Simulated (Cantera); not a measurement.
Cantera run, input and output.

```python
import numpy as np
import cantera as ct

gas = ct.Solution("gri30.yaml", transport_model="mixture-averaged")
show = ['H', 'NO', 'CH4']

rows = []
print(f"{'T/K':>7s}{'rho':>11s}{'cp':>10s}{'mu':>11s}{'lambda':>11s}{'Pr':>7s}" + "".join(f"{'D_' + s:>11s}" for s in show))
for T in [400, 600, 800, 1000, 1200, 1400]:
    gas.TPX = T, 69, {'H2O': 0.43}
    Pr = gas.cp_mass * gas.viscosity / gas.thermal_conductivity
    D = [gas.mix_diff_coeffs_mole[gas.species_index(s)] for s in show]
    rows.append([gas.density, gas.cp_mass, gas.viscosity, gas.thermal_conductivity, Pr, *D])
    print(f"{T:7g}{gas.density:11.4e}{gas.cp_mass:10.1f}{gas.viscosity:11.4e}"
          f"{gas.thermal_conductivity:11.4e}{Pr:7.3f}" + "".join(f"{d:11.4e}" for d in D))
print("SI units: kg/m3, J/kg/K, Pa s, W/m/K, m2/s")
```

Output:

```
    T/K        rho        cp         mu     lambda     Pr        D_H       D_NO      D_CH4
    400 3.7376e-04    1902.2 1.3967e-05 3.6994e-02  0.718 3.3344e-01 5.7405e-02 5.8514e-02
    600 2.4917e-04    2016.1 2.1488e-05 6.0361e-02  0.718 7.1437e-01 1.2199e-01 1.2655e-01
    800 1.8688e-04    2150.0 2.8971e-05 8.7299e-02  0.714 1.2020e+00 2.0426e-01 2.1421e-01
   1000 1.4950e-04    2292.2 3.6247e-05 1.1676e-01  0.712 1.7824e+00 3.0196e-01 3.1886e-01
   1200 1.2459e-04    2435.6 4.3256e-05 1.4765e-01  0.714 2.4463e+00 4.1360e-01 4.3875e-01
   1400 1.0679e-04    2565.4 4.9979e-05 1.7919e-01  0.716 3.1873e+00 5.3814e-01 5.7266e-01
SI units: kg/m3, J/kg/K, Pa s, W/m/K, m2/s
```

Model: GRI-Mech 3.0 (53 species, 325 reactions), integrated in Cantera. Polar gases are described roughly by these parameters.
